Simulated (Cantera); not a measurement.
**Stirred combustor or abatement burner**

A perfectly stirred reactor is fed with 4.91 % CH4, 20.0 % O2, 75.1 % N2, equivalence ratio 0.49, at 0.454 atm; it is adiabatic with a 400 K inlet, and is followed from long to short residence time, starting on the burning branch (τ in s: 0.072, 0.039, 0.022, 0.012, 0.0065, 0.0036, 0.002, 0.0011, 0.00059, 0.00032, 0.00018, 9.7e-05).

Cantera simulation using GRI-Mech 3.0 (53 species, 325 reactions); the numbers are that mechanism's predictions, not measurements.

| τ (s) | T (K) | x CH4 | x O2 | x CH2CO | x CH2 | x N2O | x H | x HCN |
|---|---|---|---|---|---|---|---|---|
| 0.072 | 1531 | 3.48e-5 | 0.102 | 3.53e-9 | 5.87e-8 | 4.51e-7 | 4.36e-5 | 1.15e-9 |
| 0.039 | 1526 | 5.14e-5 | 0.102 | 5.33e-9 | 9.48e-8 | 4.12e-7 | 7.77e-5 | 1.50e-9 |
| 0.022 | 1519 | 7.45e-5 | 0.102 | 7.85e-9 | 1.46e-7 | 3.68e-7 | 0.000131 | 2.07e-9 |
| 0.012 | 1508 | 0.000112 | 0.103 | 1.21e-8 | 2.27e-7 | 3.20e-7 | 0.000224 | 3.10e-9 |
| 0.0065 | 1492 | 0.000172 | 0.103 | 1.97e-8 | 3.49e-7 | 2.72e-7 | 0.000373 | 4.83e-9 |
| 0.0036 | 1470 | 0.000272 | 0.104 | 3.44e-8 | 5.23e-7 | 2.27e-7 | 0.000580 | 7.49e-9 |
| 0.0020 | 1437 | 0.000465 | 0.106 | 7.09e-8 | 7.90e-7 | 1.83e-7 | 0.000833 | 1.16e-8 |
| 0.0011 | 1380 | 0.000999 | 0.110 | 2.31e-7 | 1.29e-6 | 1.26e-7 | 0.00100 | 1.82e-8 |
| 0.00059 | 400 | 0.0491 | 0.200 | <1e-12 | <1e-12 | <1e-12 | <1e-12 | <1e-12 |
| 0.00032 | 400 | 0.0491 | 0.200 | <1e-12 | <1e-12 | <1e-12 | <1e-12 | <1e-12 |
| 0.00018 | 400 | 0.0491 | 0.200 | <1e-12 | <1e-12 | <1e-12 | <1e-12 | <1e-12 |
| 9.7e-5 | 400 | 0.0491 | 0.200 | <1e-12 | <1e-12 | <1e-12 | <1e-12 | <1e-12 |
x: mole fraction; the columns are a selection and need not sum to one.
